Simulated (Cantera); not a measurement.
**Thermodynamics of silicon etching in halogen gases, feed Si + F2**

Input: 1 mol Si, 6.4 mol F2, at 5.00e-5 bar.

Method: chemical equilibrium by Gibbs-energy minimisation in Cantera with the NASA 1993 tables (ideal gas, pure condensed phases). Candidate condensed phases: Si; 9 gas species. Rates play no part.

```tsv
T (K)	log p F	log p F2	log p SiF4
523	-7.08	-4.39	-5.03
598	-6.07	-4.40	-5.04
673	-5.31	-4.44	-5.06
748	-4.75	-4.61	-5.12
823	-4.46	-5.05	-5.22
898	-4.37	-5.74	-5.28
973	-4.35	-6.45	-5.29
1048	-4.35	-7.08	-5.29
1123	-4.35	-7.62	-5.29
1198	-4.35	-8.11	-5.29
1273	-4.35	-8.53	-5.29
1348	-4.35	-8.91	-5.29
1423	-4.35	-9.25	-5.29
1498	-4.35	-9.56	-5.29
```
log p: log10 of the partial pressure in bar; nothing condenses.

From 523 K to 1498 K nothing is condensed. The main Si-bearing gas is SiF4 throughout.
